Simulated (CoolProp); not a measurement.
The numbers come from the reference Helmholtz-energy equation of state, Lemmon 2006 in CoolProp. It is a short technical equation, of lower accuracy than the large ones.

### Question
For n-nonane, give the phase and the speed of sound (m/s), Joule-Thomson coefficient (K/MPa), fugacity coefficient at 480.7 K and 2670 kPa; 600 K and 2670 kPa.

### Answer
- 480.7 K and 2670 kPa: liquid; speed of sound 596, Joule-Thomson coefficient -0.0669, fugacity coefficient 0.139
- 600 K and 2670 kPa: supercritical; speed of sound 109, Joule-Thomson coefficient 7.99, fugacity coefficient 0.595
